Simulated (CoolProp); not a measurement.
A simple Rankine cycle with R245ca: condensing at 329.15 K, boiler at 0.91 MPa, turbine inlet 377.2 K, turbine efficiency 0.9, pump efficiency 0.7, no recuperator. Each further row changes one setting.

Values from CoolProp's reference Helmholtz-energy equation of state, Zhou 2016.

```
case                             thermal efficiency (%)  net work (kJ/kg)  heat in (kJ/kg)  turbine exit temperature (K)  volume ratio over the turbine
-------------------------------  ----------------------  ----------------  ---------------  ----------------------------  -----------------------------
as stated                                           8.8              19.7              225                         348.0                           3.26
turbine inlet 397.2 K                               ___              21.4              248                         368.9                           3.19
condensing temperature 321.15 K                    10.2              24.2              236                         342.4                            ___
boiler pressure 0.637 MPa                           6.2              14.3              230                         358.3                           2.21
turbine efficiency 0.8                              7.8               ___              225                         350.1                            ___
```

Question: What belongs in the gaps?

Answer: 
- turbine inlet 397.2 K, thermal efficiency (%): 8.6
- condensing temperature 321.15 K, volume ratio over the turbine: 4.18
- turbine efficiency 0.8, net work (kJ/kg): 17.4
- turbine efficiency 0.8, volume ratio over the turbine: 3.28
